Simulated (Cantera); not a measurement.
Cantera run:

```python
import numpy as np
import cantera as ct

gas_names = """
    H HNO HNO2 HNO3 HO2 H2 H2O H2O2 N NH NH2 NH3 NH2OH NO NO2 NO3 N2 N2H2 N2H4 N2O O OH O2 O3 Si SiH
    SiH2 SiH3 SiH4 SiN SiO SiO2 Si2 Si2N Si3
""".split()
cond_names = """
    H2O(s) H2O(L) Si(cr) Si(L) SiO2(Lqz) SiO2(hqz) SiO2(L) Si2N2O(s) Si3N4(a)
""".split()


def load(file, names, dense=False):
    # The tables refer to 1 bar. Condensed volumes are neglected.
    table = {s.name: s for s in ct.Species.list_from_file(file)}
    out = []
    for n in names:
        d = dict(table[n].input_data)
        d["thermo"] = dict(d["thermo"], **{"reference-pressure": 1e5})
        if dense:
            d["equation-of-state"] = {"model": "constant-volume", "density": "1e6 g/cm^3"}
        out.append(ct.Species.from_dict(d))
    return out


gas = ct.Solution(thermo="ideal-gas", species=load("nasa_gas.yaml", gas_names))
cond = {s.name: ct.Solution(thermo="fixed-stoichiometry", species=[s], name=s.name)
        for s in load("nasa_condensed.yaml", cond_names, dense=True)}
atoms = {
    'Si3N4': {'Si': 3, 'N': 4},
    'H2O': {'H': 2, 'O': 1},
    'H2': {'H': 2},
}
top_T = {'Si2N2O(s)': 2100, 'Si3N4(a)': 2400}  # K; cautious upper limits of use, not melting points


def equilibrate(T, P, feed):
    n = {}
    for name, mol in feed.items():
        for a, k in atoms[name].items():
            n[a] = n.get(a, 0.0) + k * mol
    gas.TPX = T, P, n
    mass = sum(n.values()) * gas.mean_molecular_weight
    gas.equilibrate("TP")
    valid = [c for c in cond.values() if c.min_temp <= T <= top_T.get(c.name, c.max_temp)]
    mix = ct.Mixture([(gas, mass / gas.mean_molecular_weight)] + [(c, 0.0) for c in valid])
    mix.T, mix.P = T, P
    mix.equilibrate("TP", solver="vcs", rtol=1e-11, max_steps=5000)
    return mix


results = []
T = 1048.15  # K
P = 87000  # Pa
for m in [1.3, 2.1, 3, 3.8, 4.6, 5.5, 6.3, 7.1, 8, 8.8, 9.6, 10, 11]:
    feed = {'Si3N4': 1, 'H2O': m, 'H2': 1.8}  # mol
    mix = equilibrate(T, P, feed)
    results.append((T, P, feed, dict(zip(mix.species_names, mix.species_moles))))

top = {s: max(r[3][s] / sum(r[3][g] for g in gas_names) for r in results) for s in gas_names}
cols = sorted((s for s in top if top[s] > 1e-05), key=lambda s: -top[s])[:7]
seen = [c for c in cond_names if any(r[3].get(c, 0) > 1e-12 for r in results)]
print("log10 of partial pressures in bar; condensed amounts in mol")
print(f"{'n(H2O)':>10s}" + "".join(f"{s[:9]:>10s}" for s in cols + seen))
for T, P, feed, n in results:
    ng = sum(n[g] for g in gas_names)
    print(f"{feed['H2O']:10.4g}" + "".join(f"{np.log10(max(n[s] / ng * P / 1e5, 1e-99)):10.3f}" for s in cols)
          + "".join(f"{n.get(c, 0):10.4g}" for c in seen))
```

Result:

```
log10 of partial pressures in bar; condensed amounts in mol
    n(H2O)        H2       H2O        N2       NH3 SiO2(hqz) Si2N2O(s)  Si3N4(a)
       1.3    -0.117   -10.161    -0.972    -4.030         0       1.3    0.1333
       2.1    -0.132    -4.150    -0.878    -4.005    0.3998       1.3         0
         3    -0.143    -4.142    -0.824    -3.994    0.9997         1         0
       3.8    -0.149    -4.139    -0.795    -3.989     1.533    0.7335         0
       4.6    -0.154    -4.137    -0.774    -3.986     2.066    0.4669         0
       5.5    -0.158    -4.135    -0.758    -3.983     2.666    0.1669         0
       6.3    -0.173    -1.588    -0.764    -4.009         3         0         0
       7.1    -0.206    -1.056    -0.797    -4.075         3         0         0
         8    -0.240    -0.831    -0.831    -4.144         3         0         0
       8.8    -0.269    -0.714    -0.860    -4.201         3         0         0
       9.6    -0.296    -0.631    -0.887    -4.254         3         0         0
        10    -0.308    -0.598    -0.899    -4.280         3         0         0
        11    -0.339    -0.532    -0.930    -4.340         3         0         0
```

Cantera equilibrium calculation (NASA polynomials, part measured and part estimated; ideal gas, pure solids and liquids). Mutual solubility and eutectic melting of coexisting phases are not modelled.
